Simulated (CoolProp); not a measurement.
The numbers come from the reference Helmholtz-energy equation of state, Jacobsen 1992 in CoolProp.

Task: For R11, give the phase and the Z, cv (kJ/(kg K)), speed of sound (m/s), Joule-Thomson coefficient (K/MPa) at 127.35 °C and 2 MPa; 127.35 °C and 12 MPa; 127.35 °C and 14 MPa.

Result: 
- 127.35 °C and 2 MPa: liquid; Z 0.0693, cv 0.643, speed of sound 406, Joule-Thomson coefficient 0.224
- 127.35 °C and 12 MPa: liquid; Z 0.392, cv 0.636, speed of sound 517, Joule-Thomson coefficient -0.115
- 127.35 °C and 14 MPa: liquid; Z 0.453, cv 0.635, speed of sound 534, Joule-Thomson coefficient -0.151
